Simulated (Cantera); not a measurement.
Mixture: CH4 : O2 : N2 = 1 : 1.33 : 5.01 (molar parts), equivalence ratio 1.5, at 100000 Pa, adiabatic and at constant volume. Ignition delay is the time to a rise of 400 K.

Cantera simulation using GRI-Mech 3.0 (53 species, 325 reactions); the numbers are that mechanism's predictions, not measurements.

Question: Predict: delay at 1025 K; delay at 1125 K; delay at 1225 K; delay at 1325 K; apparent activation energy between 1275 and 1375 K.

Answer: delay at 1025 K: 0.866 s
delay at 1125 K: 0.167 s
delay at 1225 K: 38.0 ms
delay at 1325 K: 9.96 ms
apparent activation energy between 1275 and 1375 K: 190 kJ/mol
